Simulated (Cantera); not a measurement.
A freely propagating, adiabatic, planar premixed flame of CH4 : C2H6 : C3H8 : O2 : N2 = 1 : 1.1 : 0.66 : 6.54 : 24.6 (molar parts), unburnt at 675 K and 0.642 atm; mixture-averaged transport, grid criteria slope 0.08 and curve 0.16, no radiation.

Model: GRI-Mech 3.0 (53 species, 325 reactions), integrated in Cantera. GRI-Mech 3.0 was tuned for natural gas; its chemistry of propane as a main component is partial and can be far from experiment. Burning velocities carry a grid error of a few per cent, more on coarse grids.

Question: What does this change do: inlet temperature 675 to 375 K?

Answer: 
```csv
quantity,before,after
laminar burning velocity,146 cm/s,43.7 cm/s
thermal thickness,0.462 mm,0.669 mm
peak x(CH2O),0.00206,0.00181
peak x(HCO),8.66e-5,4.14e-5
peak x(CH2CO),0.00137,0.00109
```
